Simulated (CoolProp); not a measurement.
A closed Brayton cycle with carbon dioxide: compressor inlet 323.15 K and 8.3 MPa, high pressure 26.3 MPa, turbine inlet 750 K, compressor efficiency 0.8, turbine efficiency 0.9, recuperator effectiveness 0.8 (on enthalpy, no pinch check). Each further row changes one setting.

The numbers come from the reference Helmholtz-energy equation of state, Span 1996 in CoolProp.

| case | thermal efficiency (%) | net work (kJ/kg) | compressor to turbine work | compressor exit (K) | turbine exit (K) |
|---|---|---|---|---|---|
| as stated | 26.7 | 70.0 | 0.48 | 420.2 | 620.3 |
| turbine inlet 700 K | ___ | ___ | 0.52 | 420.2 | ___ |
| compressor inlet 333.15 K | 24.8 | 61.6 | 0.54 | 438.7 | 620.3 |
| high pressure 22.4 MPa | 25.9 | 64.0 | 0.45 | 406.1 | ___ |
| recuperator effectiveness 0.5 | ___ | 70.0 | 0.48 | 420.2 | 620.3 |

### Question
Fill in the missing entries.

### Answer

- turbine inlet 700 K, thermal efficiency (%): 24.5
- turbine inlet 700 K, net work (kJ/kg): 59.1
- turbine inlet 700 K, turbine exit (K): 575.0
- high pressure 22.4 MPa, turbine exit (K): 637.9
- recuperator effectiveness 0.5, thermal efficiency (%): 21.1
